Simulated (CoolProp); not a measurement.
Vapour-liquid equilibrium of propylene (1) + R114 (2) at 50.55 °C; x and y are mole fractions of (1).

Values from CoolProp's multi-fluid Helmholtz-energy mixture model, Lemmon 2013 and Platzer 1990; pair parameters Bell 2016. This equation is an older, rougher fit; its heat capacities, sound speeds and derivatives of the liquid may be far off and weren't checked against measurements.

```tsv
x	bubble pressure (kPa)	y at the bubble point	dew pressure at overall composition x (kPa)	liquid density (mol/L)
0.05	547.4	…	475.0	8.137
0.2	828.2	0.510	553.3	…
0.35	1092	0.669	660.6	8.826
0.5	1333	…	815.8	9.199
0.65	…	…	1054	9.605
0.8	1774	0.906	1430	10.07
0.95	2000	…	1921	…
```

Task: Fill in the missing entries.

Result: 
- 0.05, y at the bubble point: 0.190
- 0.2, liquid density (mol/L): 8.474
- 0.5, y at the bubble point: 0.767
- 0.65, bubble pressure (kPa): 1556
- 0.65, y at the bubble point: 0.840
- 0.95, y at the bubble point: 0.975
- 0.95, liquid density (mol/L): 10.63

No azeotrope shows between x = 0.05 and 0.95.

Pair parameters are fitted to limited data, so mixtures are less certain than the pure fluids.
